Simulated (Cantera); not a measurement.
Hydrocarbon pyrolysis for carbon deposition

A perfectly stirred reactor is fed with C2H6 : N2 = 1 : 7.1 (molar parts), at 0.383 Torr; it is held at 1350 K, and followed from long to short residence time.

Cantera simulation using GRI-Mech 3.0 (53 species, 325 reactions); the numbers are that mechanism's predictions, not measurements. GRI-Mech 3.0 stops at C3 and has no aromatics, soot or wall deposition, so with more carbon than oxygen in the feed, carbon stays in small species such as C2H2 where larger ones or solid carbon would form. Radical loss at walls, strong at low pressure, is not modelled.

| τ (s) | x C2H6 | x CH4 | x C2H | x H2 | x CH2 |
|---|---|---|---|---|---|
| 0.36 | 0.0434 | 0.0320 | 2.05e-8 | 0.0487 | 2.24e-6 |
| 0.17 | 0.0703 | 0.0176 | 8.82e-9 | 0.0313 | 2.22e-6 |
| 0.077 | 0.0984 | 0.00633 | 2.27e-9 | 0.0146 | 1.60e-6 |
| 0.036 | 0.115 | 0.00171 | 3.67e-10 | 0.00494 | 7.95e-7 |
| 0.017 | 0.121 | 0.000412 | 2.76e-11 | 0.00124 | 2.78e-7 |
| 0.0079 | 0.123 | 9.66e-5 | <1e-12 | 0.000201 | 6.74e-8 |
| 0.0037 | 0.123 | 2.28e-5 | <1e-12 | 2.33e-5 | 1.24e-8 |
| 0.0017 | 0.123 | 5.01e-6 | <1e-12 | 2.19e-6 | 1.72e-9 |
x: mole fraction; the columns are a selection and need not sum to one.
